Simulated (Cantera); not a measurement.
Feed: 1 mol Cu2O, 1.6 mol C, 0.1 mol CO, at 1948 K and 2400 Torr.

Equilibrium computed with Cantera from the NASA thermochemical tables; the gas is ideal and each condensed phase is pure. Candidate condensed phases: C, Cu, CuO, Cu2O; 15 gas species. Equilibrium is a limit: real reactors are often held back by kinetics, nucleation or transport.

Base state: CO 0.999, Cu 0.000819, CO2 0.000105 (mole fractions); condensed: C(graphite) + Cu(l).

### Question
What changes in the equilibrium state with this change: pressure from 2400 Torr to 0.638 Torr?

### Answer
```
species             before     after
----------------  --------  --------
Cu                0.000819     0.645
CO                   0.999     0.355
Cu2                2.82e-6  0.000464
CO2               0.000105   3.54e-9
C(graphite), mol     0.600     0.600
Cu(l), mol            2.00         0
```

### Question
What changes in the equilibrium state with this change: temperature from 1948 K to 1098.15 K?

### Answer
```json
[
 {"species": "CO", "before": "0.999", "after": "0.809"},
 {"species": "CO2", "before": "0.000105", "after": "0.191"},
 {"species": "Cu", "before": "0.000819", "after": "<1e-9"},
 {"species": "C(graphite), mol", "before": "0.600", "after": "0.776"},
 {"species": "Cu(l), mol", "before": "2.00", "after": "0"},
 {"species": "Cu(s), mol", "before": "0", "after": "2.00"}
]
```

### Question
What changes in the equilibrium state with this change: temperature from 1948 K to 2550 K?

### Answer
```tsv
species	before	after
CO	0.999	0.927
Cu	0.000819	0.0716
Cu2	2.82e-6	0.00122
CO2	0.000105	9.35e-6
C(graphite), mol	0.600	0.600
Cu(l), mol	2.00	1.91
```
